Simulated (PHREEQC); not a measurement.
Dissolve 69 mmol/kgw FeCl3 and 0.039 mmol/kgw NaHSO4 at 25 °C. Closed to the air; pH follows from the charge balance.

The numbers come from PHREEQC with the ion-association model, wateq4f.dat.

No solid was allowed to form.

Problem. Estimate the pH.

Solution. pH 1.91.

Problem. In which forms is Cl present?

Solution. Cl- 81 %, FeCl+2 14 %, FeCl2+ 5.0 % of the Cl.

Saturation is exceeded, for instance for Hematite (slow to form), Goethite (slow to form); the values hold only as long as no solid forms.
